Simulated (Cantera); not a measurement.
Input: 1 mol Al, 0.039 mol H2O, 5.6 mol N2, at 1223 K and 0.133 bar.

Method: chemical equilibrium by Gibbs-energy minimisation in Cantera with the NASA 1993 tables (ideal gas, pure condensed phases). Candidate condensed phases: Al, AlN, Al2O3, H2O; 35 gas species. Mutual solubility and eutectic melting of coexisting phases are not modelled. Kinetics and transport are ignored.

Base state: N2 0.992, H2 0.00757 (mole fractions); condensed: AlN(s) + Al2O3(s).

**Question.** What changes in the equilibrium state with this change: H2O from 0.039 to 1.4 mol?

**Answer.** 
| species | before | after |
|---|---|---|
| N2 | 0.992 | 0.799 |
| H2 | 0.00757 | 0.201 |
| AlN(s), mol | 0.974 | 0.0667 |
| Al2O3(s), mol | 0.0130 | 0.467 |
